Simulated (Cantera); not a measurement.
Charge: 1 mol SiH4, a varied amount of NO, 1.5 mol H2, 4.1 mol CO2, held at 450 °C and 6.20 Pa.

Method: chemical equilibrium by Gibbs-energy minimisation in Cantera with the NASA 1993 tables (ideal gas, pure condensed phases). Candidate condensed phases: C, C6H6, C7H8, C8H18, H2O, Si, SiC, SiO2, Si2N2O, Si3N4; 151 gas species. Equilibrium is a limit: real reactors are often held back by kinetics, nucleation or transport.

### Question
At 3.8 mol NO, list the 5 most abundant gas species with their mole fractions, and the condensed phases.

### Answer
CO2 0.398, H2O 0.223, N2 0.200, H2 0.145, CO 0.0338. Condensed: SiO2(α-quartz).
